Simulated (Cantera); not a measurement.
Mixture: 5.83 % CH₄, 11.9 % O₂, 63.0 % N₂, 11.1 % H₂O, 8.17 % H₂, at 7.50 bar, adiabatic and at constant volume. Ignition delay is the time to a rise of 400 K.

Detailed kinetics in Cantera: GRI-Mech 3.0 (53 species, 325 reactions).

### Question
Predict: delay at 1050 K; delay at 1100 K; delay at 1150 K; delay at 1200 K; delay at 1250 K; delay at 1300 K; delay at 1350 K; apparent activation energy between 1250 and 1350 K.

### Answer
```
Item                                                     Value
--------------------------------------------------  ----------
delay at 1050 K                                        5.51 ms
delay at 1100 K                                        2.06 ms
delay at 1150 K                                       0.846 ms
delay at 1200 K                                       0.389 ms
delay at 1250 K                                       0.204 ms
delay at 1300 K                                       0.121 ms
delay at 1350 K                                        79.5 µs
apparent activation energy between 1250 and 1350 K  130 kJ/mol
```
